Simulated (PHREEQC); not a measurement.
Solution (25 °C): 0.075 mol CdBr2, 0.032 mol KCl and 0.38 mol K2SO4 per kg of water. Closed to the air; pH follows from the charge balance.

All values are PHREEQC results (ion-association model, wateq4f.dat), not measurements.

Precipitation was switched off in this run.

Question: What pH, activity of water does the model give?

Answer: pH 6.36; activity of water 0.980.

Question: In which forms is Cl present?

Answer: Cl- 87 %, CdCl+ 12 %, CdCl2 1.0 % of the Cl.

The ionic strength is past about 0.7 mol/kgw, beyond the range of this activity model, so the values are rough.
